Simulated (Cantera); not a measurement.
Feed: 1 mol CH2F2, 0.15 mol CH4, 9.4 mol H2, equilibrated at 0.200 bar.

Equilibrium computed with Cantera from the NASA thermochemical tables; the gas is ideal and each condensed phase is pure. Candidate condensed phases: C, C6H6, C7H8, C8H18; 95 gas species. Rates play no part.

Problem. Which condensed phases are stable at each of these points (T (K)): 1325, 1525, 1725, 1925, 2125, 2325, 2525, 2725, 2925, 3125?

Solution. 
```
T (K)  condensed phases  C condensed (%)
-----  ----------------  ---------------
1325        C(graphite)             99.1
1525        C(graphite)             99.7
1725        C(graphite)             99.7
1925        C(graphite)             99.2
2125        C(graphite)             97.1
2325        C(graphite)             91.8
2525        C(graphite)             80.3
2725        C(graphite)             58.9
2925        C(graphite)             22.1
3125           gas only              0.0
```

From 1325 K to 2925 K the condensed part is C(graphite). At 3125 K nothing is condensed.
